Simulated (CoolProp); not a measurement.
Saturated liquid density (kg/m³) of hydrogen chloride: the reference equation beside estimates from Tc = 51.5 °C, pc = 8314 kPa, ω = 0.130.

Values from CoolProp's reference Helmholtz-energy equation of state, Thol 2018.

| T (°C) | reference | Redlich-Kwong | Soave-Redlich-Kwong | Peng-Robinson |
|---|---|---|---|---|
| -48.65 | 1089 | 937.6 | 951.9 | 1078 |
| -43.15 | 1073 | 920.8 | 935.8 | 1060 |
| -37.75 | 1057 | 903.7 | 919.4 | 1042 |
| -32.35 | 1041 | 885.9 | 902.3 | 1023 |
| -26.85 | 1023 | 867.1 | 884.0 | 1002 |
| -21.45 | 1006 | 847.9 | 865.2 | 981.4 |
| -16.05 | 987.4 | 827.9 | 845.6 | 959.2 |
| -10.55 | 967.9 | 806.5 | 824.5 | 935.3 |
| -5.15 | 947.9 | 784.6 | 802.6 | 910.5 |
| 0.25 | 926.8 | 761.5 | 779.5 | 884.1 |
| 5.75 | 904.0 | 736.6 | 754.5 | 855.4 |
| 11.15 | 880.2 | 710.7 | 728.3 | 825.1 |

Absolute difference from the reference over all 12 rows, mean and median: Redlich-Kwong 16.2 and 15.9 %, Soave-Redlich-Kwong 14.5 and 14.2 %, Peng-Robinson 3.0 and 2.7 %.
